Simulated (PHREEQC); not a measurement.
## Metal-bearing waste water

A solution holds 0.24 mol MnSO4, 5.3e-05 mol CuCl2, 0.042 mol H2SO4 and 0.067 mol NaCl per kg of water, at 25 °C. Closed to the air; pH follows from the charge balance.

The numbers come from PHREEQC with the ion-association model, phreeqc.dat.

Each row changes one thing in this solution. Precipitation was switched off in this run.

```json
[
 {"case": "as made", "pH": "1.70", "ionic strength (mol/kgw)": "0.595", "Mn+2 (mol/kgw)": "0.129", "SO4-2 (mol/kgw)": "0.114", "MnSO4 (mol/kgw)": "0.104", "Na+ (mol/kgw)": "0.0601", "SI of Halite (NaCl)": "-4.35"},
 {"case": "diluted 5-fold with water", "pH": "2.17", "ionic strength (mol/kgw)": "0.139", "Mn+2 (mol/kgw)": "0.0294", "SO4-2 (mol/kgw)": "0.0293", "MnSO4 (mol/kgw)": "0.0180", "Na+ (mol/kgw)": "0.0128", "SI of Halite (NaCl)": "-5.60"},
 {"case": "H2SO4 from 0.042 to 0.0378 mol/kgw", "pH": "1.75", "ionic strength (mol/kgw)": "0.591", "Mn+2 (mol/kgw)": "0.129", "SO4-2 (mol/kgw)": "0.115", "MnSO4 (mol/kgw)": "0.104", "Na+ (mol/kgw)": "0.0600", "SI of Halite (NaCl)": "-4.35"},
 {"case": "H2SO4 replaced by Fe2(SO4)3 at the same molality", "pH": "2.87", "ionic strength (mol/kgw)": "0.661", "Mn+2 (mol/kgw)": "0.122", "SO4-2 (mol/kgw)": "0.141", "MnSO4 (mol/kgw)": "0.111", "Na+ (mol/kgw)": "0.0589", "SI of Halite (NaCl)": "-4.37"},
 {"case": "CuCl2 from 5.3e-05 to 1.06e-05 mol/kgw", "pH": "1.70", "ionic strength (mol/kgw)": "0.595", "Mn+2 (mol/kgw)": "0.129", "SO4-2 (mol/kgw)": "0.114", "MnSO4 (mol/kgw)": "0.104", "Na+ (mol/kgw)": "0.0601", "SI of Halite (NaCl)": "-4.35"},
 {"case": "H2SO4 from 0.042 to 0.21 mol/kgw", "pH": "0.92", "ionic strength (mol/kgw)": "0.774", "Mn+2 (mol/kgw)": "0.149", "SO4-2 (mol/kgw)": "0.0995", "MnSO4 (mol/kgw)": "0.0835", "Na+ (mol/kgw)": "0.0613", "SI of Halite (NaCl)": "-4.36"},
 {"case": "NaCl from 0.067 to 0.0067 mol/kgw", "pH": "1.71", "ionic strength (mol/kgw)": "0.528", "Mn+2 (mol/kgw)": "0.128", "SO4-2 (mol/kgw)": "0.112", "MnSO4 (mol/kgw)": "0.111", "Na+ (mol/kgw)": "0.00600", "SI of Halite (NaCl)": "-6.34"},
 {"case": "temperature from 25 to 50 °C", "pH": "1.83", "ionic strength (mol/kgw)": "0.530", "Mn+2 (mol/kgw)": "0.117", "SO4-2 (mol/kgw)": "0.0942", "MnSO4 (mol/kgw)": "0.117", "Na+ (mol/kgw)": "0.0605", "SI of Halite (NaCl)": "-4.37"}
]
```

The ionic strength passes 0.7 mol/kgw, the rough limit of the ion-association models, in H2SO4 from 0.042 to 0.21 mol/kgw. Some of these states are supersaturated (in Hematite (slow to form), Goethite (slow to form), for instance). Away from 25 °C the constants follow the database's enthalpies or fits; those with neither stay at their 25 °C values.
